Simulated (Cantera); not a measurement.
Cantera run, input and output.

```python
import numpy as np
import cantera as ct

gas = ct.Solution("gri30.yaml")
gas.TPX = 1448, 330000, {'CO': 0.0014, 'O2': 0.024, 'H2O': 0.028, 'N2': 1}
inlet = ct.Reservoir(gas, clone=True)

reactor = ct.IdealGasConstPressureReactor(gas, energy="off", clone=False)
exhaust = ct.Reservoir(gas, clone=True)
tau = [0.62, 0.25, 0.1, 0.042, 0.017, 0.007, 0.0028][0]
for a, b in ((inlet, reactor), (reactor, exhaust)):
    ct.MassFlowController(a, b, mdot=lambda t: reactor.mass / tau)
net = ct.ReactorNet([reactor])
show = ['CO', 'O2', 'H2O', 'O', 'NO']

rows = []
print(f"{'tau/s':>10s}{'T/K':>9s}" + "".join(f"{s:>11s}" for s in show))
for tau in [0.62, 0.25, 0.1, 0.042, 0.017, 0.007, 0.0028]:
    net.initial_time = 0.0
    net.advance(30 * tau)
    before = gas.X
    net.advance(40 * tau)
    drift = np.max(np.abs(gas.X - before) / (gas.X + 1e-9))
    rows.append([gas.T, *gas[show].X, drift])
    print(f"{tau:10.3e}{gas.T:9.1f}" + "".join(f"{x:11.3e}" for x in gas[show].X))
```

Result:

```
     tau/s      T/K         CO         O2        H2O          O         NO
 6.200e-01   1448.0  9.648e-06  2.213e-02  2.659e-02  7.566e-07  5.832e-08
 2.500e-01   1448.0  1.835e-05  2.213e-02  2.658e-02  1.284e-06  6.018e-08
 1.000e-01   1448.0  3.463e-05  2.214e-02  2.658e-02  2.231e-06  6.223e-08
 4.200e-02   1448.0  6.250e-05  2.215e-02  2.657e-02  3.788e-06  5.961e-08
 1.700e-02   1448.0  1.141e-04  2.217e-02  2.656e-02  6.553e-06  4.924e-08
 7.000e-03   1448.0  2.015e-04  2.221e-02  2.654e-02  1.101e-05  3.435e-08
 2.800e-03   1448.0  3.496e-04  2.227e-02  2.653e-02  1.793e-05  1.995e-08
```

Computed with Cantera and GRI-Mech 3.0 (53 species, 325 reactions).
